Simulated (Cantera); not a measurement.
A Cantera script and what it prints.

```python
import numpy as np
import cantera as ct

gas_names = """
    H HNO HNO2 HNO3 HO2 H2 H2O H2O2 N NH NH2 NH3 NH2OH NO NO2 NO3 N2 N2H2 N2H4 N2O O OH O2 O3 V VN VO
    VO2
""".split()
cond_names = """
    H2O(s) H2O(L) V(cr) V(L) VN(s) VO(s) VO(L) V2O3(s) V2O3(L) V2O4(I) V2O4(II) V2O4(L) V2O5(s) V2O5(L)
""".split()


# ... load() reads the species with a 1 bar reference pressure and builds the phases ...
atoms = {
    'V2O3': {'V': 2, 'O': 3},
    'H2': {'H': 2},
    'N2': {'N': 2},
}
top_T = {'VN(s)': 2300}  # K; cautious upper limits of use, not melting points


# ... equilibrate(T, P, feed) seeds the gas with the atoms and calls Mixture.equilibrate('TP', solver="vcs", rtol=1e-11, max_steps=5000) ...
results = []
feed = {'V2O3': 1, 'H2': 0.97, 'N2': 18}  # mol
for P in [10, 32, 100, 320, 1000, 3200, 10000, 32000, 100000, 320000, 1000000]:
    for T in [1148, 1173, 1198, 1223, 1248, 1273, 1298, 1323, 1348, 1373, 1398]:
        mix = equilibrate(T, P, feed)
        results.append((T, P, feed, dict(zip(mix.species_names, mix.species_moles))))

for T, P, feed, n in results:
    print(f"{T:7g} {P:10.4g}  " + (" + ".join(c for c in cond_names if n.get(c, 0) > 1e-12) or "gas only"))
```

It prints:

```
   1148         10  VN(s) + V2O3(s)
   1173         10  VN(s) + V2O3(s)
   1198         10  VO(s) + V2O3(s)
   1223         10  VO(s) + V2O3(s)
   1248         10  VO(s) + V2O3(s)
   1273         10  VO(s) + V2O3(s)
   1298         10  VO(s) + V2O3(s)
   1323         10  VO(s) + V2O3(s)
   1348         10  VO(s) + V2O3(s)
   1373         10  VO(s) + V2O3(s)
   1398         10  VO(s) + V2O3(s)
   1148         32  VN(s) + V2O3(s)
   1173         32  VN(s) + V2O3(s)
   1198         32  VN(s) + V2O3(s)
   1223         32  VN(s) + V2O3(s)
   1248         32  VO(s) + V2O3(s)
   1273         32  VO(s) + V2O3(s)
   1298         32  VO(s) + V2O3(s)
   1323         32  VO(s) + V2O3(s)
   1348         32  VO(s) + V2O3(s)
   1373         32  VO(s) + V2O3(s)
   1398         32  VO(s) + V2O3(s)
   1148        100  VN(s) + V2O3(s)
   1173        100  VN(s) + V2O3(s)
   1198        100  VN(s) + V2O3(s)
   1223        100  VN(s) + V2O3(s)
   1248        100  VN(s) + V2O3(s)
   1273        100  VN(s) + V2O3(s)
   1298        100  VO(s) + V2O3(s)
   1323        100  VO(s) + V2O3(s)
   1348        100  VO(s) + V2O3(s)
   1373        100  VO(s) + V2O3(s)
   1398        100  VO(s) + V2O3(s)
   1148        320  VN(s) + V2O3(s)
   1173        320  VN(s) + V2O3(s)
   1198        320  VN(s) + V2O3(s)
   1223        320  VN(s) + V2O3(s)
   1248        320  VN(s) + V2O3(s)
   1273        320  VN(s) + V2O3(s)
   1298        320  VN(s) + V2O3(s)
   1323        320  VN(s) + V2O3(s)
   1348        320  VN(s) + V2O3(s)
   1373        320  VO(s) + V2O3(s)
   1398        320  VO(s) + V2O3(s)
   1148       1000  VN(s) + V2O3(s)
   1173       1000  VN(s) + V2O3(s)
   1198       1000  VN(s) + V2O3(s)
   1223       1000  VN(s) + V2O3(s)
   1248       1000  VN(s) + V2O3(s)
   1273       1000  VN(s) + V2O3(s)
   1298       1000  VN(s) + V2O3(s)
   1323       1000  VN(s) + V2O3(s)
   1348       1000  VN(s) + V2O3(s)
   1373       1000  VN(s) + V2O3(s)
   1398       1000  VN(s) + V2O3(s)
   1148       3200  VN(s) + V2O3(s)
   1173       3200  VN(s) + V2O3(s)
   1198       3200  VN(s) + V2O3(s)
   1223       3200  VN(s) + V2O3(s)
   1248       3200  VN(s) + V2O3(s)
   1273       3200  VN(s) + V2O3(s)
   1298       3200  VN(s) + V2O3(s)
   1323       3200  VN(s) + V2O3(s)
   1348       3200  VN(s) + V2O3(s)
   1373       3200  VN(s) + V2O3(s)
   1398       3200  VN(s) + V2O3(s)
   1148      1e+04  VN(s) + V2O3(s)
   1173      1e+04  VN(s) + V2O3(s)
   1198      1e+04  VN(s) + V2O3(s)
   1223      1e+04  VN(s) + V2O3(s)
   1248      1e+04  VN(s) + V2O3(s)
   1273      1e+04  VN(s) + V2O3(s)
   1298      1e+04  VN(s) + V2O3(s)
   1323      1e+04  VN(s) + V2O3(s)
   1348      1e+04  VN(s) + V2O3(s)
   1373      1e+04  VN(s) + V2O3(s)
   1398      1e+04  VN(s) + V2O3(s)
   1148    3.2e+04  VN(s) + V2O3(s)
   1173    3.2e+04  VN(s) + V2O3(s)
   1198    3.2e+04  VN(s) + V2O3(s)
   1223    3.2e+04  VN(s) + V2O3(s)
   1248    3.2e+04  VN(s) + V2O3(s)
   1273    3.2e+04  VN(s) + V2O3(s)
   1298    3.2e+04  VN(s) + V2O3(s)
   1323    3.2e+04  VN(s) + V2O3(s)
   1348    3.2e+04  VN(s) + V2O3(s)
   1373    3.2e+04  VN(s) + V2O3(s)
   1398    3.2e+04  VN(s) + V2O3(s)
   1148      1e+05  VN(s) + V2O3(s)
   1173      1e+05  VN(s) + V2O3(s)
   1198      1e+05  VN(s) + V2O3(s)
   1223      1e+05  VN(s) + V2O3(s)
   1248      1e+05  VN(s) + V2O3(s)
   1273      1e+05  VN(s) + V2O3(s)
   1298      1e+05  VN(s) + V2O3(s)
   1323      1e+05  VN(s) + V2O3(s)
   1348      1e+05  VN(s) + V2O3(s)
   1373      1e+05  VN(s) + V2O3(s)
   1398      1e+05  VN(s) + V2O3(s)
   1148    3.2e+05  VN(s) + V2O3(s)
   1173    3.2e+05  VN(s) + V2O3(s)
   1198    3.2e+05  VN(s) + V2O3(s)
   1223    3.2e+05  VN(s) + V2O3(s)
   1248    3.2e+05  VN(s) + V2O3(s)
   1273    3.2e+05  VN(s) + V2O3(s)
   1298    3.2e+05  VN(s) + V2O3(s)
   1323    3.2e+05  VN(s) + V2O3(s)
   1348    3.2e+05  VN(s) + V2O3(s)
   1373    3.2e+05  VN(s) + V2O3(s)
   1398    3.2e+05  VN(s) + V2O3(s)
   1148      1e+06  VN(s) + V2O3(s)
   1173      1e+06  VN(s) + V2O3(s)
   1198      1e+06  VN(s) + V2O3(s)
   1223      1e+06  VN(s) + V2O3(s)
   1248      1e+06  VN(s) + V2O3(s)
   1273      1e+06  VN(s) + V2O3(s)
   1298      1e+06  VN(s) + V2O3(s)
   1323      1e+06  VN(s) + V2O3(s)
   1348      1e+06  VN(s) + V2O3(s)
   1373      1e+06  VN(s) + V2O3(s)
   1398      1e+06  VN(s) + V2O3(s)
```

Cantera equilibrium calculation (NASA polynomials, part measured and part estimated; ideal gas, pure solids and liquids). Mutual solubility and eutectic melting of coexisting phases are not modelled. VN, VO: taken at fixed stoichiometry. Condensed phases not in the tables: the oxides between V2O3 and V2O5 other than VO2, solid solutions among these carbides, nitrides and lower oxides, V2N.
